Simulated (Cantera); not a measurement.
A freely propagating, adiabatic, planar premixed flame of 48.0 % H2, 10.9 % O2, 41.1 % N2, equivalence ratio 2.2, unburnt at 425 K and 0.947 atm; mixture-averaged transport, grid criteria slope 0.08 and curve 0.16, no radiation.

Computed with Cantera and the H2/O2 subset of GRI-Mech 3.0, which has no nitrogen chemistry. Burning velocities carry a grid error of a few per cent, more on coarse grids.

Question: Predict: laminar burning velocity; thermal thickness; peak x(H2O2); peak x(OH); peak x(H).

Answer: 
* **laminar burning velocity**: 494 cm/s
* **thermal thickness**: 0.417 mm
* **peak x(H2O2)**: 4.03e-5
* **peak x(OH)**: 0.00280
* **peak x(H)**: 0.0766
